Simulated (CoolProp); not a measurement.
CF4 (R14) along the isobar 31.5 bar: Z from the reference equation and from simpler models built on Tc = 227.4 K, pc = 37.62 bar, ω = 0.178; each cubic takes its own stable root.

The numbers come from the reference Helmholtz-energy equation of state, Platzer 1990 in CoolProp. This equation is an older, rougher fit; its heat capacities, sound speeds and derivatives of the liquid may be far off and weren't checked against measurements.

```csv
T (K),phase,reference
170,liquid,0.1327
189,liquid,0.1301
207.9,liquid,0.1343
226.8,gas,0.5989
245.8,gas,0.7413
264.7,gas,0.8124
283.6,gas,0.8585
302.6,gas,0.8915
321.5,gas,0.9159
340.4,gas,0.9349
359.4,gas,0.9499
378.3,gas,0.9620
397.2,gas,0.9718
416.2,gas,0.9800
```

Q: How far does each simpler model (van der Waals, Redlich-Kwong, Soave-Redlich-Kwong) lie from the reference over these 14 states: mean and median of the absolute difference, and the worst?

A: 
- van der Waals: mean 13.0 %, median 2.7 %, worst +52.3 % at 207.9 K and 31.5 bar
- Redlich-Kwong: mean 3.1 %, median 1.5 %, worst +13.6 % at 207.9 K and 31.5 bar
- Soave-Redlich-Kwong: mean 1.8 %, median 0.8 %, worst +10.0 % at 207.9 K and 31.5 bar
